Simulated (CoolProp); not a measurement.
Vapour-liquid equilibrium of propane (1) + isobutane (2) at 327.8 K; x and y are mole fractions of (1).

Values from CoolProp's multi-fluid Helmholtz-energy mixture model, Lemmon 2009 and Bücker 2006; pair parameters Kunz 2012.

```tsv
x	bubble pressure (bar)	y at the bubble point	dew pressure at overall composition x (bar)	liquid density (mol/L)
0.05	8.160	(withheld)	7.917	8.847
0.2	9.648	0.330	8.766	(withheld)
0.35	(withheld)	0.511	9.796	9.220
0.5	12.77	0.657	11.07	9.408
0.65	14.47	0.779	12.69	9.593
0.8	(withheld)	0.883	14.81	(withheld)
0.95	18.25	(withheld)	17.71	(withheld)
```

### Question
Complete the blanks.

### Answer

- 0.05, y at the bubble point: 0.096
- 0.2, liquid density (mol/L): 9.032
- 0.35, bubble pressure (bar): 11.18
- 0.8, bubble pressure (bar): 16.29
- 0.8, liquid density (mol/L): 9.768
- 0.95, y at the bubble point: 0.973
- 0.95, liquid density (mol/L): 9.923

No azeotrope shows between x = 0.05 and 0.95.

Pair parameters are fitted to limited data, so mixtures are less certain than the pure fluids.
